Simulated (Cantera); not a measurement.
**Thermodynamics of silicon carbide growth, feed (CH3)2SiCl2 + C2H4 + H2 + CH4**

Input: 1 mol (CH3)2SiCl2, 0.6 mol C2H4, 27 mol H2, 0.6 mol CH4, held at 2148 K.

These are equilibrium values from Cantera (NASA tables, ideal gas, pure condensed phases), not measurements of a reactor. Candidate condensed phases: C, C6H6, C7H8, C8H18, Si, SiC; 109 gas species. The feed counts by its element totals alone. The tables' values for SiCl are old estimates; treat these amounts as uncertain. Gases not in the tables: Si2H6 and higher silanes. The numbers say what is thermodynamically allowed, not how fast it happens.

```csv
P (Pa),x H2,x H,x HCl,x Si,x Cl,x C2H2 (acetylene),x SiC2,x Si2C,n C(graphite),n SiC(s)
100,0.803,0.118,0.0480,0.0201,0.00517,0.00154,0.00157,0.000981,3.45,0.0875
320,0.866,0.0686,0.0527,0.00627,0.00306,0.00166,0.000492,0.000306,2.93,0.704
1000,0.899,0.0395,0.0553,0.00201,0.00178,0.00172,0.000157,9.81e-5,2.78,0.888
3200,0.917,0.0223,0.0567,0.000627,0.00101,0.00176,4.92e-5,3.06e-5,2.73,0.947
10000,0.926,0.0127,0.0575,0.000201,0.000576,0.00177,1.57e-5,9.81e-6,2.71,0.966
32000,0.932,0.00711,0.0580,6.27e-5,0.000324,0.00178,4.92e-6,3.06e-6,2.70,0.973
100000,0.935,0.00403,0.0582,2.01e-5,0.000184,0.00179,1.57e-6,9.81e-7,2.70,0.975
```
x: gas mole fraction; n: condensed amount in mol.

From 1.00 mbar to 1.00 bar the condensed part is C(graphite) + SiC(s). The main Si-bearing gas is Si at 1.00 mbar and SiCl2 at 1.00 bar. The share of Si in condensed phases is highest at 1.00 bar (97.5 %) and lowest at 1.00 mbar (8.8 %).
